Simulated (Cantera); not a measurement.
## Equilibrium for aluminium nitride and oxide growth: AlCl3 + HCl + N2

Input: 1 mol AlCl3, 0.63 mol HCl, 890 mol N2, held at 2.30 mbar.

Method: chemical equilibrium by Gibbs-energy minimisation in Cantera with the NASA 1993 tables (ideal gas, pure condensed phases). Candidate condensed phases: Al, AlCl3, AlN, NH4Cl; 20 gas species. The tables' values for AlCl2 are old estimates; treat these amounts as uncertain. Rates play no part.

From 900 K to 2200 K nothing is condensed. The main Al-bearing gas is AlCl3 at 900 K and AlCl at 2200 K.

```csv
T (K),log p N2,log p Cl,log p AlCl3,log p AlCl,log p HCl,log p H
900,-2.64,-10.39,-5.59,<-14,-5.79,<-14
1000,-2.64,-9.54,-5.59,-14.19,-5.79,-13.57
1100,-2.64,-8.83,-5.59,-11.92,-5.79,-12.19
1200,-2.64,-8.19,-5.59,-10.11,-5.79,-11.07
1300,-2.64,-7.58,-5.59,-8.73,-5.79,-10.20
1400,-2.64,-6.97,-5.60,-7.74,-5.79,-9.53
1500,-2.64,-6.40,-5.64,-6.97,-5.79,-8.99
1600,-2.64,-5.91,-5.75,-6.37,-5.79,-8.51
1700,-2.64,-5.54,-6.05,-5.93,-5.79,-8.03
1800,-2.64,-5.35,-6.75,-5.69,-5.80,-7.47
1900,-2.64,-5.29,-7.75,-5.62,-5.84,-6.88
2000,-2.64,-5.25,-8.73,-5.60,-5.95,-6.41
2100,-2.64,-5.21,-9.62,-5.60,-6.16,-6.10
2200,-2.64,-5.18,-10.45,-5.63,-6.47,-5.92
```
log p: log10 of the partial pressure in bar; nothing condenses.
